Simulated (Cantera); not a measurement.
An isothermal, constant-pressure homogeneous reactor starts with 0.176 % CH4, 2.24 % O2, 97.6 % N2, at 1075 K and 4.30 bar.

Cantera simulation using GRI-Mech 3.0 (53 species, 325 reactions); the numbers are that mechanism's predictions, not measurements.

x: mole fraction; the columns are a selection and need not sum to one.

```
t (s)       x CH4    x O2    x CH2O      x CO   x CH2CO
--------  -------  ------  --------  --------  --------
7.00e-6   0.00176  0.0224    <1e-12    <1e-12    <1e-12
3.94e-5   0.00176  0.0224    <1e-12    <1e-12    <1e-12
0.000221  0.00176  0.0224  2.88e-12    <1e-12    <1e-12
0.00124   0.00176  0.0224  9.46e-11    <1e-12    <1e-12
0.00700   0.00176  0.0224         ?  6.82e-12    <1e-12
0.0394    0.00176  0.0224         ?   3.63e-9    <1e-12
0.221     0.00173  0.0224         ?   3.15e-6   1.09e-9
1.24      1.55e-8  0.0191         ?  0.000431  5.30e-12
7.00       <1e-12  0.0189    <1e-12   1.91e-5    <1e-12
```

What belongs in the gaps?


- 0.00700, x CH2O: 3.71e-9
- 0.0394, x CH2O: 2.90e-7
- 0.221, x CH2O: 1.46e-5
- 1.24, x CH2O: 1.44e-9
